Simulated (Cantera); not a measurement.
Feed: 1 mol C2H5OH, 0.064 mol CO2, 34 mol N2, 0.49 mol H2, 0.0032 mol CH4, equilibrated at 1.33 mbar.

Equilibrium computed with Cantera from the NASA thermochemical tables; the gas is ideal and each condensed phase is pure. Candidate condensed phases: C, C6H6, C7H8, C8H18, H2O; 136 gas species. The numbers say what is thermodynamically allowed, not how fast it happens.

log p: log10 of the partial pressure in bar; n: condensed amount in mol.

```json
[
 {"T (°C)": "402", "log p N2": "-2.93", "log p H2": "-3.93", "log p CO": "-4.63", "log p CO2": "…", "log p H2O": "-5.55", "n C(graphite)": "1.20"},
 {"T (°C)": "452", "log p N2": "-2.93", "log p H2": "-3.92", "log p CO": "-4.46", "log p CO2": "…", "log p H2O": "-6.10", "n C(graphite)": "1.01"},
 {"T (°C)": "502", "log p N2": "-2.93", "log p H2": "-3.92", "log p CO": "-4.42", "log p CO2": "…", "log p H2O": "-6.68", "n C(graphite)": "0.954"},
 {"T (°C)": "552", "log p N2": "-2.93", "log p H2": "-3.92", "log p CO": "-4.41", "log p CO2": "…", "log p H2O": "-7.23", "n C(graphite)": "0.942"},
 {"T (°C)": "602", "log p N2": "-2.93", "log p H2": "-3.92", "log p CO": "-4.41", "log p CO2": "…", "log p H2O": "-7.72", "n C(graphite)": "0.940"},
 {"T (°C)": "652", "log p N2": "-2.93", "log p H2": "-3.92", "log p CO": "-4.41", "log p CO2": "…", "log p H2O": "-8.16", "n C(graphite)": "0.939"},
 {"T (°C)": "702", "log p N2": "-2.93", "log p H2": "-3.92", "log p CO": "-4.41", "log p CO2": "…", "log p H2O": "-8.55", "n C(graphite)": "0.939"},
 {"T (°C)": "752", "log p N2": "-2.93", "log p H2": "-3.92", "log p CO": "-4.41", "log p CO2": "…", "log p H2O": "-8.90", "n C(graphite)": "0.939"}
]
```

**Question.** Fill in the missing entries.

**Answer.** 
- 402, log p CO2: -5.18
- 452, log p CO2: -5.76
- 502, log p CO2: -6.48
- 552, log p CO2: -7.17
- 602, log p CO2: -7.79
- 652, log p CO2: -8.34
- 702, log p CO2: -8.84
- 752, log p CO2: -9.28
